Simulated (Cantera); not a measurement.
Input: 1 mol PbO, 0.7 mol CO, 1.5 mol H2, 0.36 mol C, at 1002 °C and 9.10 bar.

Equilibrium computed with Cantera from the NASA thermochemical tables; the gas is ideal and each condensed phase is pure. Candidate condensed phases: C, C6H6, C7H8, C8H18, H2O, Pb, PbO, PbO2, Pb3O4; 113 gas species. Equilibrium is a limit: real reactors are often held back by kinetics, nucleation or transport.

### Question
What is the equilibrium state?

### Answer
```json
{
 "x(H2)": "0.415",
 "x(CO)": "0.332",
 "x(H2O)": "0.170",
 "x(CO2)": "0.0818",
 "x(CH4)": "0.00125",
 "x(Pb)": "0.000207",
 "n(Pb(l))": "0.999 mol",
 "gas_amount": "2.554 mol",
 "log10 activity of C(graphite) (absent)": "-1.07"
}
```
